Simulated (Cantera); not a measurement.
A freely propagating, adiabatic, planar premixed flame of H₂ : O₂ : N₂ = 1 : 0.746 : 2.81 (molar parts), unburnt at 675 K and 500000 Pa; mixture-averaged transport, grid criteria slope 0.08 and curve 0.16, no radiation.

Cantera simulation using the H2/O2 subset of GRI-Mech 3.0, which has no nitrogen chemistry; the numbers are that mechanism's predictions, not measurements. The hydrogen kinetics of GRI-Mech 3.0 are dated; newer H2 mechanisms differ, most at raised pressure. Burning velocities carry a grid error of a few per cent, more on coarse grids. Lean hydrogen flames are cellular in practice and burn faster than this planar one.

Q: How do the results move with these cheaper or finer settings: unity-Lewis-number transport; multicomponent transport; multicomponent+Soret transport; grid criteria slope 0.5, curve 1; grid criteria slope 0.25, curve 0.5; grid criteria slope 0.03, curve 0.06?

A: 
```tsv
setting	laminar burning velocity	thermal thickness	peak x(H₂O₂)	peak x(O)	grid points
as above	500 cm/s	0.0597 mm	7.55e-5	0.00833	108
unity-Lewis-number transport	477 cm/s	0.0455 mm	3.97e-5	0.0107	99
multicomponent transport	496 cm/s	0.0590 mm	7.61e-5	0.00833	108
multicomponent+Soret transport	456 cm/s	0.0591 mm	8.01e-5	0.00804	108
grid criteria slope 0.5, curve 1	617 cm/s	0.0721 mm	6.10e-5	0.00888	40
grid criteria slope 0.25, curve 0.5	543 cm/s	0.0639 mm	7.35e-5	0.00842	50
grid criteria slope 0.03, curve 0.06	490 cm/s	0.0588 mm	7.60e-5	0.00828	250
```
Unity Lewis numbers drop preferential diffusion, which matters most where H2 and H carry the flame; Soret adds thermal diffusion.
